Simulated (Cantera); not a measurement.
# Adiabatic ignition

An adiabatic, constant-volume homogeneous reactor starts with C3H8 : O2 : N2 : H2O = 1 : 6.1 : 51.8 : 3.6 (molar parts), equivalence ratio 0.82, at 1550 K and 0.660 bar.

Detailed kinetics in Cantera: GRI-Mech 3.0 (53 species, 325 reactions). GRI-Mech 3.0 was tuned for natural gas; its chemistry of propane as a main component is partial and can be far from experiment.

| t (s) | T (K) | P (bar) | x C3H8 | x O2 | x H2O | x CH2 | x N2O | x CH2O |
|---|---|---|---|---|---|---|---|---|
| 4.00e-6 | 1546 | 0.659 | 0.0156 | 0.0975 | 0.0576 | 1.23e-7 | 2.92e-11 | 4.78e-6 |
| 1.08e-5 | 1540 | 0.657 | 0.0146 | 0.0972 | 0.0577 | 8.05e-7 | 1.92e-10 | 7.65e-5 |
| 2.92e-5 | 1535 | 0.657 | 0.0115 | 0.0959 | 0.0585 | 2.37e-6 | 6.58e-10 | 0.000487 |
| 7.87e-5 | 1619 | 0.707 | 0.00134 | 0.0821 | 0.0675 | 1.92e-5 | 6.09e-9 | 0.00159 |
| 0.000213 | 2169 | 0.964 | <1e-12 | 0.0266 | 0.0961 | <1e-12 | 1.43e-7 | 4.81e-11 |
| 0.000574 | 2357 | 1.04 | <1e-12 | 0.0228 | 0.106 | <1e-12 | 2.35e-7 | 2.43e-11 |
| 0.00155 | 2446 | 1.07 | <1e-12 | 0.0205 | 0.110 | <1e-12 | 3.24e-7 | 1.27e-11 |
| 0.00418 | 2452 | 1.07 | <1e-12 | 0.0199 | 0.111 | <1e-12 | 3.32e-7 | 1.18e-11 |
| 0.0113 | 2448 | 1.07 | <1e-12 | 0.0192 | 0.111 | <1e-12 | 3.34e-7 | 1.18e-11 |
| 0.0305 | 2443 | 1.07 | <1e-12 | 0.0181 | 0.111 | <1e-12 | 3.45e-7 | 1.18e-11 |
| 0.0823 | 2441 | 1.07 | <1e-12 | 0.0177 | 0.111 | <1e-12 | 3.52e-7 | 1.19e-11 |
| 0.222 | 2441 | 1.07 | <1e-12 | 0.0177 | 0.111 | <1e-12 | 3.53e-7 | 1.19e-11 |
| 0.600 | 2441 | 1.07 | <1e-12 | 0.0177 | 0.111 | <1e-12 | 3.53e-7 | 1.19e-11 |
x: mole fraction; the columns are a selection and need not sum to one.

```
Quantity                                                          Result
---------------------------------  -------------------------------------
time of steepest temperature rise                                95.8 µs
temperature at 0.600 s                                            2441 K
equilibrium temperature                                           2441 K
x(C3H8) at 0.600 s                 <1e-12 (gas-phase equilibrium <1e-12)
x(O2) at 0.600 s                   0.0177 (gas-phase equilibrium 0.0177)
x(H2O) at 0.600 s                    0.111 (gas-phase equilibrium 0.111)
```
